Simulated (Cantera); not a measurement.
Charge: 1 mol C3H8, 0.064 mol H2O, 22 mol H2, at 2275 K and 1000 Pa.

Equilibrium computed with Cantera from the NASA thermochemical tables; the gas is ideal and each condensed phase is pure. Candidate condensed phases: C, C6H6, C7H8, C8H18, H2O; 110 gas species. Rates play no part.

Base state: H2 0.913, H 0.0811, C2H2 (acetylene) 0.00348, CO 0.00235, C2H 1.31e-5 (mole fractions); condensed: C(graphite).

Question: What changes in the equilibrium state with this change: pressure from 1000 Pa to 1700 Pa?

Answer: 
| species | before | after |
|---|---|---|
| H2 | 0.913 | 0.931 |
| H | 0.0811 | 0.0628 |
| C2H2 (acetylene) | 0.00348 | 0.00355 |
| C2H | 1.31e-5 | 1.01e-5 |
| CO | 0.00235 | 0.00237 |
| C(graphite), mol | 2.74 | 2.74 |

Question: What changes in the equilibrium state with this change: H2O from 0.064 to 1.7 mol?

Answer: 
```tsv
species	before	after
H2	0.913	0.862
H	0.0811	0.0788
CO	0.00235	0.0555
C2H2 (acetylene)	0.00348	0.00328
C2H	1.31e-5	1.27e-5
C(graphite), mol	2.74	1.10
```
